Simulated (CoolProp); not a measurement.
Properties of normal hydrogen along the isobar 923 kPa.

Values from CoolProp's reference Helmholtz-energy equation of state, Leachman 2009.

| T (K) | phase | Z | cv (kJ/(kg K)) | Joule-Thomson coefficient (K/MPa) | expansivity (1/kK) | Prandtl number | fugacity coefficient |
|---|---|---|---|---|---|---|---|
| 21.8 | liquid | 0.1460 | 5.762 | -0.8844 | 16.86 | 1.24 | 0.1650 |
| 27.7 | liquid | 0.1318 | 6.120 | -0.07360 | ? | 1.28 | 0.4881 |
| 33.6 | gas | 0.7199 | 6.845 | 8.598 | 75.50 | ? | 0.7816 |
| 39.6 | gas | ? | 6.481 | 6.521 | 40.65 | 0.784 | 0.8606 |
| 45.5 | gas | 0.8989 | 6.387 | 5.244 | 29.87 | 0.730 | 0.9058 |
| 51.4 | gas | 0.9318 | 6.351 | 4.339 | 24.13 | 0.705 | 0.9345 |
| 57.3 | gas | 0.9527 | 6.348 | 3.653 | ? | 0.690 | 0.9537 |
| 63.3 | gas | 0.9669 | 6.377 | 3.102 | 17.82 | 0.681 | 0.9671 |
| 69.2 | gas | 0.9767 | 6.434 | 2.661 | 15.88 | 0.676 | 0.9766 |
| 75.1 | gas | 0.9837 | 6.520 | 2.294 | 14.35 | 0.673 | 0.9835 |
| 81 | gas | 0.9889 | ? | ? | 13.11 | 0.673 | 0.9886 |
| 87 | gas | 0.9928 | 6.763 | ? | 12.07 | 0.673 | 0.9926 |
| 92.9 | gas | 0.9958 | 6.911 | 1.490 | 11.20 | ? | 0.9955 |
| 98.8 | gas | 0.9981 | 7.070 | 1.295 | 10.46 | 0.676 | 0.9978 |
| 104.7 | gas | 0.9998 | 7.238 | 1.125 | 9.817 | 0.677 | 0.9996 |

**Question.** What belongs in the gaps?

**Answer.** 
- 27.7, expansivity (1/kK): 33.53
- 33.6, Prandtl number: 0.991
- 39.6, Z: 0.8422
- 57.3, expansivity (1/kK): 20.46
- 81, cv (kJ/(kg K)): 6.630
- 81, Joule-Thomson coefficient (K/MPa): 1.984
- 87, Joule-Thomson coefficient (K/MPa): 1.716
- 92.9, Prandtl number: 0.674

Viscosity comes from a separate model (Muzny 2013). Thermal conductivity comes from a separate model (Assael 2011).
